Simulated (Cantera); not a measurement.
A freely propagating, adiabatic, planar premixed flame of 51.2 % H₂, 10.2 % O₂, 38.5 % N₂, unburnt at 475 K and 51000 Pa; multicomponent+Soret transport, grid criteria slope 0.08 and curve 0.16, no radiation.

Cantera simulation using the H2/O2 subset of GRI-Mech 3.0, which has no nitrogen chemistry; the numbers are that mechanism's predictions, not measurements. Burning velocities carry a grid error of a few per cent, more on coarse grids.

x: mole fraction of selected species; z is measured from the peak of heat release.

```
z (mm)  T (K)  u (m/s)   x H₂      x O₂       x H    x H₂O     x HO₂     x OH
------  -----  -------  -----  --------  --------  -------  --------  -------
-3.06     475     5.03  0.512     0.102     <1e-8    <1e-8     <1e-8    <1e-8
-2.04     475     5.03  0.512     0.102     <1e-8    <1e-8     <1e-8    <1e-8
-1.53     475     5.03  0.512     0.102     <1e-8    <1e-8     <1e-8    <1e-8
-1.02     475     5.03  0.512     0.102   1.69e-8  1.88e-7   3.90e-7    <1e-8
-0.510    507     5.26  0.500     0.104  0.000250  0.00144  0.000191      [?]
-0.255    750     7.57  0.464    0.0971   0.00860   0.0232   9.51e-5      [?]
0        1125     11.2  0.378    0.0600    0.0477    0.101   3.53e-5      [?]
0.255    1363     13.5  0.300    0.0135    0.0820    0.190   7.53e-6  0.00179
0.510    1461     14.5  0.285   0.00190    0.0844    0.213   1.00e-6  0.00173
1.02     1556     15.3  0.291  0.000184    0.0741    0.218   9.57e-8  0.00190
2.04     1658     16.2  0.301  0.000107    0.0600    0.219   5.59e-8  0.00201
4.08     1759     17.1  0.311   7.00e-5    0.0453    0.221   3.74e-8  0.00193
8.15     1849     17.9  0.320   3.84e-5    0.0319    0.223   2.24e-8      [?]
```

**Question.** Fill in the missing entries.

**Answer.** 
- -0.510, x OH: 8.35e-5
- -0.255, x OH: 0.000419
- 0, x OH: 0.00117
- 8.15, x OH: 0.00164
